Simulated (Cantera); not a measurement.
**Boron, boron nitride and boron oxide: B2O3 + H2O + N2**

Input: 1 mol B2O3, 2.7 mol H2O, 0.39 mol N2, equilibrated at 0.200 bar.

Cantera equilibrium calculation (NASA polynomials, part measured and part estimated; ideal gas, pure solids and liquids). Candidate condensed phases: B, BN, B2O3, B3O3H3, H2O; 39 gas species. Gases not in the tables: H3BO3. Rates play no part.

From 875 K to 1475 K the condensed part is B2O3(l).

| T (K) | x H2O | x N2 | x HBO2 | x (HBO2)3 | x H2 | x O2 | x B2O3 | x OH | n B2O3(l) |
|---|---|---|---|---|---|---|---|---|---|
| 875 | 0.853 | 0.127 | 2.66e-6 | 0.0198 | 2.27e-8 | 1.09e-8 | <1e-12 | 4.66e-10 | 0.909 |
| 925 | 0.858 | 0.127 | 9.86e-6 | 0.0148 | 7.77e-8 | 3.72e-8 | <1e-12 | 2.12e-9 | 0.932 |
| 975 | 0.862 | 0.127 | 3.18e-5 | 0.0113 | 2.35e-7 | 1.12e-7 | 4.90e-12 | 8.26e-9 | 0.948 |
| 1025 | 0.864 | 0.127 | 9.08e-5 | 0.00885 | 6.37e-7 | 3.01e-7 | 5.38e-11 | 2.82e-8 | 0.959 |
| 1075 | 0.866 | 0.127 | 0.000234 | 0.00703 | 1.58e-6 | 7.41e-7 | 4.68e-10 | 8.58e-8 | 0.967 |
| 1125 | 0.867 | 0.127 | 0.000552 | 0.00567 | 3.60e-6 | 1.68e-6 | 3.33e-9 | 2.36e-7 | 0.973 |
| 1175 | 0.868 | 0.126 | 0.00120 | 0.00465 | 7.68e-6 | 3.56e-6 | 1.99e-8 | 5.98e-7 | 0.977 |
| 1225 | 0.867 | 0.126 | 0.00245 | 0.00385 | 1.54e-5 | 7.08e-6 | 1.02e-7 | 1.40e-6 | 0.978 |
| 1275 | 0.866 | 0.126 | 0.00471 | 0.00323 | 2.93e-5 | 1.33e-5 | 4.60e-7 | 3.07e-6 | 0.978 |
| 1325 | 0.863 | 0.126 | 0.00858 | 0.00273 | 5.30e-5 | 2.39e-5 | 1.83e-6 | 6.33e-6 | 0.974 |
| 1375 | 0.857 | 0.125 | 0.0149 | 0.00232 | 9.16e-5 | 4.09e-5 | 6.58e-6 | 1.23e-5 | 0.966 |
| 1425 | 0.848 | 0.125 | 0.0248 | 0.00198 | 0.000152 | 6.73e-5 | 2.15e-5 | 2.29e-5 | 0.952 |
| 1475 | 0.835 | 0.124 | 0.0395 | 0.00168 | 0.000244 | 0.000106 | 6.44e-5 | 4.06e-5 | 0.930 |
x: gas mole fraction; n: condensed amount in mol.
